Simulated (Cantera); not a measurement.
# Transport properties of process gases

Gas mixture: 81.5 % N₂, 18.5 % N₂O, at 0.980 bar, frozen composition.

Cantera's kinetic-theory transport with the Lennard-Jones parameters of GRI-Mech 3.0, ideal gas; thermal conductivity in the mixture-averaged form. The composition is frozen, though it would react at the higher temperatures.

```tsv
T (K)	ρ (kg/m³)	cp (J/kg/K)	μ (µPa s)	λ (mW/m/K)	Pr	D (cm²/s) H	D (cm²/s) H₂O	D (cm²/s) H₂
400	0.913	1027	21.7	31.3	0.712	2.02	0.384	1.27
550	0.664	1067	27.4	41.1	0.712	3.52	0.700	2.17
700	0.522	1110	32.4	50.6	0.712	5.32	1.09	3.25
850	0.430	1154	37.0	59.7	0.716	7.39	1.54	4.49
1000	0.365	1192	41.3	68.5	0.719	9.72	2.05	5.88
1150	0.317	1219	45.3	76.9	0.718	12.3	2.61	7.41
1300	0.281	1242	49.1	85.0	0.717	15.1	3.23	9.08
```
D: mixture-averaged diffusion coefficient of that species in the mixture.
